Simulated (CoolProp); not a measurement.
Properties of CH3F (R41) along the isobar 0.101 MPa.

Model: reference Helmholtz-energy equation of state, Lemmon 2006, in CoolProp. It is a short technical equation, of lower accuracy than the large ones.

```
T (K)   phase  density (kg/m³)  expansivity (1/kK)  fugacity coefficient
-----  ------  ---------------  ------------------  --------------------
150.4  liquid            968.3               1.926               0.03765
163.6  liquid            943.4               2.027                0.1225
176.8  liquid            917.7               2.153                0.3256
190    liquid            891.1               2.310                0.7385
203.2     gas            2.108               5.719                0.9662
216.4     gas            1.963               5.146                0.9739
229.6     gas            1.839               4.721                0.9793
242.8     gas            1.732               4.384                0.9832
256       gas            1.638               4.106                0.9861
269.2     gas            1.554               3.869                0.9883
282.4     gas            1.479               3.663                0.9901
```
